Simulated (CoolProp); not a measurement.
Vapour-liquid equilibrium of propane (1) + R236EA (2) at 0.268 MPa; x and y are mole fractions of (1).

Computed with CoolProp (multi-fluid Helmholtz-energy mixture model, Lemmon 2009 and Rui 2013; pair parameters Bell 2016).

Question: Give the bubble temperature and the first vapour's composition at x = 0.35, 0.55, 0.95. Is there an azeotrope?

Answer: x = 0.35: -13.0 °C, y = 0.861; x = 0.55: -14.7 °C, y = 0.878; x = 0.95: -17.2 °C, y = 0.961. No azeotrope shows between x = 0.05 and 0.95.

Pair parameters are fitted to limited data, so mixtures are less certain than the pure fluids. With so large a gap from Raoult's law the liquid may split in two, which this calculation doesn't test in full.
